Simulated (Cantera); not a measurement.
Input: 1 mol c-C₄F₈, equilibrated at 0.0520 bar.

Equilibrium computed with Cantera from the NASA thermochemical tables; the gas is ideal and each condensed phase is pure. Candidate condensed phases: C; 13 gas species. The feed counts by its element totals alone. Rates play no part.

Q: At 3173 K, list the 4 most abundant gas species with their mole fractions, and the condensed phases.

A: F 0.754, CF 0.122, CF₂ 0.0797, C₃ 0.0342. Condensed: C(graphite).
